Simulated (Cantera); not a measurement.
Mixture: 8.20 % CH₄, 20.0 % O₂, 56.0 % N₂, 13.1 % H₂O, 2.63 % CO₂, at 70000 Pa, adiabatic and at constant pressure. Ignition delay is the time to a rise of 400 K.

Computed with Cantera and GRI-Mech 3.0 (53 species, 325 reactions).

Question: Predict: delay at 1075 K; delay at 1150 K; delay at 1225 K; delay at 1300 K; delay at 1375 K; delay at 1450 K; apparent activation energy between 1300 and 1450 K.

Answer: 
```
Item                                                    Result
--------------------------------------------------  ----------
delay at 1075 K                                        0.395 s
delay at 1150 K                                        0.126 s
delay at 1225 K                                        43.4 ms
delay at 1300 K                                        16.0 ms
delay at 1375 K                                        6.30 ms
delay at 1450 K                                        2.65 ms
apparent activation energy between 1300 and 1450 K  190 kJ/mol
```
